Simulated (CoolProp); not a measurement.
Vapour-liquid equilibrium of R22 (1) + R114 (2) at 36.65 °C; x and y are mole fractions of (1).

Computed with CoolProp (multi-fluid Helmholtz-energy mixture model, Kamei 1995 and Platzer 1990; pair parameters Bell 2016). This equation is an older, rougher fit; its heat capacities, sound speeds and derivatives of the liquid may be far off and weren't checked against measurements.

Q: Give the bubble pressure and the first vapour's composition at x = 0.15, 0.85, 0.95. Is there an azeotrope?

A: x = 0.15: 0.5399 MPa, y = 0.473; x = 0.85: 1.254 MPa, y = 0.935; x = 0.95: 1.358 MPa, y = 0.978. No azeotrope shows between x = 0.05 and 0.95.

Pair parameters are fitted to limited data, so mixtures are less certain than the pure fluids.
